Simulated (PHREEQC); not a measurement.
Make-up at 25 °C: 0.044 mol CdSO4, 0.0297 mol NaCl and 0.00021 mol HCl per kg of water. Closed to the air; pH follows from the charge balance.

The numbers come from PHREEQC with the ion-association model, phreeqc.dat.

Precipitation was switched off in this run.

Question: Order these Cl species by the share of Cl that they hold, largest first: Cl-, CdCl+, CdCl2.

Answer: Cl- (62 %), CdCl+ (34 %), CdCl2 (3.1 %)

Question: Order these Cd species by the share of Cd that they hold, largest first: Cd(SO4)2-2, CdCl+, Cd+2, CdSO4, CdCl2.

Answer: Cd+2 (37 %), CdSO4 (30 %), CdCl+ (23 %), Cd(SO4)2-2 (7.7 %), CdCl2 (1.0 %)

The pH is 4.03 and the ionic strength 0.114 mol/kgw. Species that the database lacks are ignored.
